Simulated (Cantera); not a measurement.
Input: 1 mol Si2Cl6, 1.4 mol HCl, 51 mol N2, equilibrated at 1625 K and 6.75 Torr.

These are equilibrium values from Cantera (NASA tables, ideal gas, pure condensed phases), not measurements of a reactor. Candidate condensed phases: NH4Cl, Si, Si3N4; 28 gas species. The feed counts by its element totals alone. The tables' values for SiCl3 are old estimates; treat these amounts as uncertain. Equilibrium is a limit: real reactors are often held back by kinetics, nucleation or transport.

Base state: N2 0.935, HCl 0.0256, SiCl2 0.0153, SiCl4 0.0123, SiCl3 0.00901, Cl 0.00305, H2 2.41e-5 (mole fractions); condensed: gas only.

Task: What changes in the equilibrium state with this change: pressure from 6.75 Torr to 1 atm?

Result: 
| species | before | after |
|---|---|---|
| N2 | 0.935 | 0.940 |
| HCl | 0.0256 | 0.0234 |
| SiCl4 | 0.0123 | 0.0166 |
| SiCl2 | 0.0153 | 0.0103 |
| Cl | 0.00305 | 3.83e-5 |
| SiHCl3 | 1.81e-6 | 0.000125 |
| H2 | 2.41e-5 | 0.00114 |
| Si3N4(s), mol | 0 | 0.0232 |

Task: What changes in the equilibrium state with this change: temperature from 1625 K to 1348.15 K?

Result: 
```csv
species,before,after
N2,0.935,0.941
HCl,0.0256,0.0245
SiCl4,0.0123,0.0194
SiCl2,0.0153,0.00864
Cl,0.00305,1.93e-5
H2,2.41e-5,0.000667
SiHCl3,1.81e-6,3.00e-5
"Si3N4(s), mol",0,0.0565
```
N2 is the only nitrogen source here; it is nearly inert below about 1500 K, so the nitride shown seldom forms there in practice.
